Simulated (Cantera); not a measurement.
**Ignition delay**

Mixture: 2.49 % CH₄, 0.623 % C₂H₆, 0.747 % C₃H₈, 20.2 % O₂, 76.0 % N₂, at 825 Torr, adiabatic and at constant volume. Ignition delay is the time to a rise of 400 K.

Computed with Cantera and GRI-Mech 3.0 (53 species, 325 reactions). GRI-Mech 3.0 was tuned for natural gas; its chemistry of propane as a main component is partial and can be far from experiment.

```csv
T0 (K),delay (ms)
1298,0.574
1373,0.245
1448,0.119
1523,0.0642
1598,0.0384
1673,0.0249
1748,0.0173
1823,0.0127
```

| Item | Value |
|---|---|
| apparent activation energy between 1673 and 1823 K | 110 kJ/mol |
